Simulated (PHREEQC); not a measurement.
Consider water at 20 °C with 0.21 mol/kgw H2SO4 and 0.057 mol/kgw Al2(SO4)3. Closed to the air; pH follows from the charge balance.

Computed with PHREEQC (ion-association model, wateq4f.dat).

This is a speciation only: nothing precipitates in the calculation.

Task: Order these Al species by the share of Al that they hold, largest first: Al(SO4)2-, AlSO4+, AlHSO4+2, Al+3.

Result: AlSO4+ (63 %), Al(SO4)2- (20 %), Al+3 (14 %), AlHSO4+2 (2.0 %)

The pH is 0.80 and the ionic strength 0.430 mol/kgw.
